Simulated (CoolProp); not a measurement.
Vapour-liquid equilibrium of n-hexane (1) + hexamethyldisiloxane (MM) (2) at 8.86 bar; x and y are mole fractions of (1).

Model: multi-fluid Helmholtz-energy mixture model, Thol 2019 and Thol 2016; pair parameters Bell 2016, in CoolProp.

```
x      bubble temperature (°C)  y at the bubble point  dew temperature at overall composition x (°C)  liquid density (mol/L)
-----  -----------------------  ---------------------  ---------------------------------------------  ----------------------
0.05                     195.8                      …                                          196.4                   3.343
0.125                        …                      …                                          194.2                   3.486
0.2                      190.0                  0.270                                          192.0                   3.636
0.275                    187.1                  0.362                                          189.8                   3.794
0.35                     184.3                  0.450                                              …                   3.962
0.425                    181.4                  0.534                                          185.1                   4.139
0.5                          …                  0.614                                          182.6                   4.327
0.575                    175.5                  0.689                                          179.9                   4.526
0.65                     172.5                  0.758                                          177.0                   4.737
0.725                    169.4                  0.822                                          173.9                   4.962
0.8                      166.4                  0.880                                          170.5                   5.199
0.875                    163.4                  0.931                                          166.6                   5.451
0.95                     160.4                  0.975                                          162.1                       …
```

### Question
Complete the blanks.

### Answer

- 0.05, y at the bubble point: 0.071
- 0.125, bubble temperature (°C): 192.8
- 0.125, y at the bubble point: 0.173
- 0.35, dew temperature at overall composition x (°C): 187.5
- 0.5, bubble temperature (°C): 178.5
- 0.95, liquid density (mol/L): 5.717

No azeotrope shows between x = 0.05 and 0.95.

Pair parameters are fitted to limited data, so mixtures are less certain than the pure fluids.
